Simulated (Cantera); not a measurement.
Input: 1 mol B, 66 mol H₂, 1.7 mol N₂, held at 90.0 Pa.

Equilibrium computed with Cantera from the NASA thermochemical tables; the gas is ideal and each condensed phase is pure. Candidate condensed phases: B, BN; 15 gas species. N₂ is the only nitrogen source here; it is nearly inert below about 1500 K, so the nitride shown seldom forms there in practice. The numbers say what is thermodynamically allowed, not how fast it happens.

Which condensed phases are stable at each of these points (T (K)): 1248, 1398, 1548, 1698, 1848, 1998, 2148?


| T (K) | condensed phases | B condensed (%) |
|---|---|---|
| 1248 | BN(s) | 100.0 |
| 1398 | BN(s) | 100.0 |
| 1548 | BN(s) | 100.0 |
| 1698 | BN(s) | 99.9 |
| 1848 | BN(s) | 99.0 |
| 1998 | B(s) | 96.0 |
| 2148 | B(s) | 82.6 |

From 1248 K to 1848 K the condensed part is BN(s). From 1998 K to 2148 K the condensed part is B(s).
